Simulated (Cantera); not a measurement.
Source: NASA polynomial tables (part measured, part estimated), evaluated in Cantera. Values are per mole of reaction as written; species without (g) are pure solids or liquids, kept so even where they would boil at 1 bar.

7 O3(g) + 6 Cr2N ⇌ 3 N2O(g) + 6 Cr2O3

| T (K) | ΔH° (kJ) | ΔS° (J/K) | ΔG° (kJ) | log10 K |
|---|---|---|---|---|
| 450 | -6790.5 | -882.5 | -6393.4 | 742.11 |
| 650 | [?] | [?] | [?] | [?] |
| 850 | [?] | [?] | [?] | [?] |
| 1050 | -6779.0 | -863.0 | -5872.8 | 292.15 |
| 1250 | -6782.2 | -865.8 | -5700.0 | 238.19 |
| 1450 | [?] | [?] | [?] | [?] |

**Question.** Fill in the missing entries.

**Answer.** 
- 650, ΔH° (kJ): -6783.4
- 650, ΔS° (J/K): -869.2
- 650, ΔG° (kJ): -6218.4
- 650, log10 K: 499.71
- 850, ΔH° (kJ): -6778.8
- 850, ΔS° (J/K): -862.9
- 850, ΔG° (kJ): -6045.3
- 850, log10 K: 371.49
- 1450, ΔH° (kJ): -6790.2
- 1450, ΔS° (J/K): -871.7
- 1450, ΔG° (kJ): -5526.3
- 1450, log10 K: 199.07
